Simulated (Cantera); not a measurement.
An adiabatic, constant-pressure homogeneous reactor starts with CH₄ : CO : O₂ : N₂ : H₂O = 1 : 0.24 : 0.922 : 3.47 : 0.4 (molar parts), equivalence ratio 2.3, at 1748 K and 7.20 atm.

Computed with Cantera and GRI-Mech 3.0 (53 species, 325 reactions).

x: mole fraction; the columns are a selection and need not sum to one.

```tsv
t (s)	T (K)	x CH₄	x CO	x O₂	x CO₂	x O	x NO
4.00e-6	1747	0.165	0.0398	0.153	1.81e-5	?	2.71e-12
8.66e-6	1748	0.164	0.0398	0.152	5.83e-5	?	1.13e-11
1.88e-5	1758	0.159	0.0402	0.150	0.000238	?	5.72e-11
4.06e-5	1904	0.111	0.0546	0.118	0.00247	?	5.01e-9
8.80e-5	2587	0.000260	0.152	6.62e-6	0.0206	?	0.000162
0.000191	2581	2.57e-8	0.154	7.46e-6	0.0203	2.16e-5	0.000281
0.000413	2581	7.46e-10	0.154	7.54e-6	0.0203	2.18e-5	0.000249
0.000894	2581	7.34e-10	0.154	7.58e-6	0.0203	2.19e-5	0.000194
0.00194	2582	7.26e-10	0.154	7.61e-6	0.0203	2.20e-5	0.000148
0.00420	2582	7.24e-10	0.154	7.62e-6	0.0203	2.20e-5	0.000128
0.00909	2582	7.23e-10	0.154	7.62e-6	0.0203	2.20e-5	0.000126
0.0197	2582	7.23e-10	0.154	7.62e-6	0.0203	2.20e-5	0.000126
0.0426	2582	7.23e-10	0.154	7.62e-6	0.0203	2.20e-5	0.000126
0.0923	2582	7.23e-10	0.154	7.62e-6	0.0203	2.20e-5	0.000126
0.200	2582	7.23e-10	0.154	7.62e-6	0.0203	2.20e-5	0.000126
```

Q: Complete the blanks.

A: 
- 4.00e-6, x O: 4.64e-7
- 8.66e-6, x O: 9.03e-7
- 1.88e-5, x O: 1.89e-6
- 4.06e-5, x O: 2.37e-5
- 8.80e-5, x O: 1.89e-5
